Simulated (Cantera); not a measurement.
An adiabatic, constant-volume homogeneous reactor starts with CH4 : CO : O2 : N2 = 1 : 1 : 1.25 : 4.7 (molar parts), at 1525 K and 28.0 bar. Integrator tolerance rtol = 1e-08.

Computed with Cantera and GRI-Mech 3.0 (53 species, 325 reactions). The pressure lies above the range GRI-Mech 3.0 was tuned for (to about 10 atm).

**Question.** What does this change do: CO 1 to 0.8 parts?

**Answer.** 
| quantity | before | after |
|---|---|---|
| time of steepest temperature rise | 0.103 ms | 97.3 µs |
| temperature at 0.200 s | 2999 K | 3021 K |
| equilibrium temperature | 2999 K | 3021 K |
| x(CH4) at 0.200 s | 2.64e-9 (gas-phase equilibrium 2.93e-9) | 2.20e-9 (gas-phase equilibrium 2.45e-9) |
| x(CO) at 0.200 s | 0.192 (gas-phase equilibrium 0.192) | 0.176 (gas-phase equilibrium 0.176) |
| x(O2) at 0.200 s | 6.61e-5 (gas-phase equilibrium 6.61e-5) | 8.30e-5 (gas-phase equilibrium 8.30e-5) |
| x(CH2CO) at 0.200 s | 4.06e-11 (gas-phase equilibrium 4.39e-11) | 3.25e-11 (gas-phase equilibrium 3.52e-11) |
| x(C2H2) at 0.200 s | 2.76e-11 (gas-phase equilibrium 2.98e-11) | 2.13e-11 (gas-phase equilibrium 2.31e-11) |
| x(OH) at 0.200 s | 0.00290 (gas-phase equilibrium 0.00290) | 0.00328 (gas-phase equilibrium 0.00328) |
Above 3000 K some thermodynamic fits are extrapolated.

**Question.** What does this change do: initial temperature 1525 to 1648 K?

**Answer.** 
| quantity | before | after |
|---|---|---|
| time of steepest temperature rise | 0.103 ms | 31.9 µs |
| temperature at 0.200 s | 2999 K | 3087 K |
| equilibrium temperature | 2999 K | 3087 K |
| x(CH4) at 0.200 s | 2.64e-9 (gas-phase equilibrium 2.93e-9) | 1.88e-9 (gas-phase equilibrium 2.09e-9) |
| x(CO) at 0.200 s | 0.192 (gas-phase equilibrium 0.192) | 0.192 (gas-phase equilibrium 0.192) |
| x(O2) at 0.200 s | 6.61e-5 (gas-phase equilibrium 6.61e-5) | 0.000123 (gas-phase equilibrium 0.000123) |
| x(CH2CO) at 0.200 s | 4.06e-11 (gas-phase equilibrium 4.39e-11) | 3.45e-11 (gas-phase equilibrium 3.73e-11) |
| x(C2H2) at 0.200 s | 2.76e-11 (gas-phase equilibrium 2.98e-11) | 2.43e-11 (gas-phase equilibrium 2.62e-11) |
| x(OH) at 0.200 s | 0.00290 (gas-phase equilibrium 0.00290) | 0.00410 (gas-phase equilibrium 0.00410) |
Above 3000 K some thermodynamic fits are extrapolated.

**Question.** What does this change do: CH4 1 to 0.36 parts?

**Answer.** 
| quantity | before | after |
|---|---|---|
| time of steepest temperature rise | 0.103 ms | 59.4 µs |
| temperature at 0.200 s | 2999 K | 3180 K |
| equilibrium temperature | 2999 K | 3180 K |
| x(CH4) at 0.200 s | 2.64e-9 (gas-phase equilibrium 2.93e-9) | <1e-12 (gas-phase equilibrium <1e-12) |
| x(CO) at 0.200 s | 0.192 (gas-phase equilibrium 0.192) | 0.0651 (gas-phase equilibrium 0.0651) |
| x(O2) at 0.200 s | 6.61e-5 (gas-phase equilibrium 6.61e-5) | 0.0251 (gas-phase equilibrium 0.0251) |
| x(CH2CO) at 0.200 s | 4.06e-11 (gas-phase equilibrium 4.39e-11) | <1e-12 (gas-phase equilibrium <1e-12) |
| x(C2H2) at 0.200 s | 2.76e-11 (gas-phase equilibrium 2.98e-11) | <1e-12 (gas-phase equilibrium <1e-12) |
| x(OH) at 0.200 s | 0.00290 (gas-phase equilibrium 0.00290) | 0.0153 (gas-phase equilibrium 0.0153) |
Above 3000 K some thermodynamic fits are extrapolated.
